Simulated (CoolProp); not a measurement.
A single-stage vapour-compression cycle with R124: evaporating at 265.15 K (dew point), condensing at 299.15 K (bubble point), superheat 8 K, subcooling 0 K, compressor efficiency 0.65, no pressure losses. Each further row changes one setting.

Values from CoolProp's reference Helmholtz-energy equation of state, de Vries 1995.

```csv
case,cooling COP,pressure ratio,discharge temperature (K),refrigerating effect (kJ/kg),volumetric capacity (kJ/m³)
as stated,4.37,3.31,319.4,132,990
evaporating temperature 270.15 K,5.34,2.71,317.1,135,1220
condensing temperature 294.15 K,5.26,2.83,313.2,138,1030
subcooling 5 K,4.56,3.31,319.4,138,1030
superheat 18 K,4.42,3.31,329.9,139,1000
compressor efficiency 0.55,3.70,3.31,326.2,132,990
```
